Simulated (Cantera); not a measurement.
Cantera run:

```python
import numpy as np
import cantera as ct

gas_names = """
    CL CLF CLF3 CL2 F F2 H HCL HF H2 H2F2 H3F3 H4F4 H5F5 H6F6 H7F7 N NF NF2 NF3 NH NH2 NH3 N2 N2H2 N2H4
    Si SiCL SiCL2 SiCL3 SiCL4 SiF SiF2 SiF3 SiF4 SiH SiHCL3 SiHF3 SiH2 SiH2CL2 SiH2F2 SiH3 SiH3CL SiH3F
    SiH4 SiN Si2 Si2N Si3
""".split()
cond_names = """
    NH4CL(a) NH4CL(b) Si(cr) Si(L) Si3N4(a)
""".split()


def load(file, names, dense=False):
    # The tables refer to 1 bar. Condensed volumes are neglected.
    table = {s.name: s for s in ct.Species.list_from_file(file)}
    out = []
    for n in names:
        d = dict(table[n].input_data)
        d["thermo"] = dict(d["thermo"], **{"reference-pressure": 1e5})
        if dense:
            d["equation-of-state"] = {"model": "constant-volume", "density": "1e6 g/cm^3"}
        out.append(ct.Species.from_dict(d))
    return out


gas = ct.Solution(thermo="ideal-gas", species=load("nasa_gas.yaml", gas_names))
cond = {s.name: ct.Solution(thermo="fixed-stoichiometry", species=[s], name=s.name)
        for s in load("nasa_condensed.yaml", cond_names, dense=True)}
atoms = {
    'Si3N4': {'Si': 3, 'N': 4},
    'HCl': {'H': 1, 'CL': 1},
    'NF3': {'N': 1, 'F': 3},
}
top_T = {'Si3N4(a)': 2400}  # K; cautious upper limits of use, not melting points


def equilibrate(T, P, feed):
    n = {}
    for name, mol in feed.items():
        for a, k in atoms[name].items():
            n[a] = n.get(a, 0.0) + k * mol
    gas.TPX = T, P, n
    mass = sum(n.values()) * gas.mean_molecular_weight
    gas.equilibrate("TP")
    valid = [c for c in cond.values() if c.min_temp <= T <= top_T.get(c.name, c.max_temp)]
    mix = ct.Mixture([(gas, mass / gas.mean_molecular_weight)] + [(c, 0.0) for c in valid])
    mix.T, mix.P = T, P
    mix.equilibrate("TP", solver="vcs", rtol=1e-11, max_steps=5000)
    return mix


results = []
feed = {'Si3N4': 1, 'HCl': 28, 'NF3': 0.7}  # mol
P = 20  # Pa
for T in [875, 975, 1075, 1175, 1275, 1375, 1475, 1575, 1675, 1775, 1875, 1975]:
    mix = equilibrate(T, P, feed)
    results.append((T, P, feed, dict(zip(mix.species_names, mix.species_moles))))

top = {s: max(r[3][s] / sum(r[3][g] for g in gas_names) for r in results) for s in gas_names}
cols = sorted((s for s in top if top[s] > 0.0001), key=lambda s: -top[s])[:5]
seen = [c for c in cond_names if any(r[3].get(c, 0) > 1e-12 for r in results)]
print("log10 of partial pressures in bar; condensed amounts in mol")
print(f"{'T/K':>10s}" + "".join(f"{s[:9]:>10s}" for s in cols + seen))
for T, P, feed, n in results:
    ng = sum(n[g] for g in gas_names)
    print(f"{T:10.4g}" + "".join(f"{np.log10(max(n[s] / ng * P / 1e5, 1e-99)):10.3f}" for s in cols)
          + "".join(f"{n.get(c, 0):10.4g}" for c in seen))
```

It prints:

```
log10 of partial pressures in bar; condensed amounts in mol
       T/K       HCL        H2        CL     SiCL4        N2
       875    -3.895    -4.458   -11.970    -4.759    -4.781
       975    -3.895    -4.459   -10.633    -4.761    -4.781
      1075    -3.893    -4.464    -9.539    -4.775    -4.782
      1175    -3.883    -4.501    -8.602    -4.865    -4.787
      1275    -3.858    -4.607    -7.758    -5.163    -4.800
      1375    -3.840    -4.718    -7.028    -5.670    -4.811
      1475    -3.835    -4.780    -6.423    -6.273    -4.817
      1575    -3.838    -4.809    -5.914    -6.876    -4.821
      1675    -3.848    -4.814    -5.483    -7.452    -4.826
      1775    -3.868    -4.791    -5.125    -8.019    -4.833
      1875    -3.904    -4.743    -4.836    -8.596    -4.843
      1975    -3.959    -4.690    -4.605    -9.191    -4.861
```

Cantera equilibrium calculation (NASA polynomials, part measured and part estimated; ideal gas, pure solids and liquids). The tables' values for SiCl3, SiF2, SiF3, SiCl, SiF are old estimates; treat these amounts as uncertain.
